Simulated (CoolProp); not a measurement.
C3F8 (R218) along the isobar 4930 kPa: fugacity coefficient from the reference equation and from simpler models built on Tc = 71.9 °C, pc = 2640 kPa, ω = 0.317; each cubic takes its own stable root.

Model: reference Helmholtz-energy equation of state, Lemmon 2006, in CoolProp. It is a short technical equation, of lower accuracy than the large ones.

| T (°C) | phase | reference |
|---|---|---|
| 69.15 | liquid | 0.3974 |
| 73.85 | supercritical | 0.4232 |
| 78.55 | supercritical | 0.4491 |
| 83.25 | supercritical | 0.4748 |
| 87.95 | supercritical | 0.5001 |
| 92.75 | supercritical | 0.5253 |
| 97.45 | supercritical | 0.5490 |
| 102.15 | supercritical | 0.5716 |
| 106.85 | supercritical | 0.5928 |
| 111.55 | supercritical | 0.6126 |
| 116.25 | supercritical | 0.6310 |
| 121.05 | supercritical | 0.6485 |
| 125.75 | supercritical | 0.6646 |
| 130.45 | supercritical | 0.6798 |
| 135.15 | supercritical | 0.6940 |
| 139.85 | supercritical | 0.7075 |

Question: How far does each simpler model (Redlich-Kwong, Soave-Redlich-Kwong, Peng-Robinson) lie from the reference over these 16 states: mean and median of the absolute difference, and the worst?

Answer: 
- Redlich-Kwong: mean 3.4 %, median 3.9 %, worst -5.2 % at 139.85 °C and 4930 kPa
- Soave-Redlich-Kwong: mean 2.0 %, median 1.8 %, worst +3.1 % at 69.15 °C and 4930 kPa
- Peng-Robinson: mean 3.0 %, median 3.2 %, worst -3.4 % at 121.05 °C and 4930 kPa
